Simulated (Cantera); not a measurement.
A perfectly stirred reactor is fed with C3H8 : O2 : N2 = 1 : 12.2 : 45.9 (molar parts), equivalence ratio 0.41, at 101000 Pa; it is adiabatic with a 350 K inlet, and is followed from long to short residence time, starting on the burning branch (τ in s: 0.25, 0.12, 0.06, 0.029, 0.014, 0.0069, 0.0034, 0.0016, 0.0008, 0.00039, 0.00019, 9.2e-05, 4.5e-05).

Cantera simulation using GRI-Mech 3.0 (53 species, 325 reactions); the numbers are that mechanism's predictions, not measurements. GRI-Mech 3.0 was tuned for natural gas; its chemistry of propane as a main component is partial and can be far from experiment.

**Question.** Predict: blow-out, bracketed by the residence times tried; x(C3H8) at τ = 0.250 s; x(O2) at τ = 0.250 s; x(H2) at τ = 0.250 s; x(CH2O) at τ = 0.250 s; x(C3H8) at τ = 3.40 ms; x(O2) at τ = 3.40 ms.

**Answer.** 
| Item | Value |
|---|---|
| blow-out, bracketed by the residence times tried | burning at 6.90 ms, out at 3.40 ms |
| x(C3H8) at τ = 0.250 s | 3.28e-6 |
| x(O2) at τ = 0.250 s | 0.120 |
| x(H2) at τ = 0.250 s | 1.49e-5 |
| x(CH2O) at τ = 0.250 s | 1.38e-6 |
| x(C3H8) at τ = 3.40 ms | 0.0169 |
| x(O2) at τ = 3.40 ms | 0.206 |
